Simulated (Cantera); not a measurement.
A Cantera script and its output.

```python
import numpy as np
import cantera as ct

gas = ct.Solution("gri30.yaml")


def delay(T, t_max=10):
    gas.TPX = T, 34000, {'CH4': 1, 'C2H6': 0.19, 'C3H8': 1.3, 'O2': 8.33, 'N2': 23.3}
    reactor = ct.IdealGasConstPressureReactor(gas, clone=False)
    net = ct.ReactorNet([reactor])
    net.rtol, net.atol = 1e-8, 1e-16
    while net.time < t_max:
        t_old, T_old = net.time, reactor.T
        net.step()
        if reactor.T > T + 400:  # ignition: a rise of 400 K
            return t_old + (T + 400 - T_old) / (reactor.T - T_old) * (net.time - t_old)
    return np.nan


taus = []
for T in [1150, 1250, 1350, 1450, 1550, 1650]:
    taus.append(delay(T))
    print(f"T0 = {T:6g} K   tau = {taus[-1]:.4e} s")
```

It prints:

```
T0 =   1150 K   tau = 1.8803e-02 s
T0 =   1250 K   tau = 2.9555e-03 s
T0 =   1350 K   tau = 6.8883e-04 s
T0 =   1450 K   tau = 2.3213e-04 s
T0 =   1550 K   tau = 1.0401e-04 s
T0 =   1650 K   tau = 5.6907e-05 s
```

Cantera simulation using GRI-Mech 3.0 (53 species, 325 reactions); the numbers are that mechanism's predictions, not measurements. GRI-Mech 3.0 was tuned for natural gas; its chemistry of propane as a main component is partial and can be far from experiment.
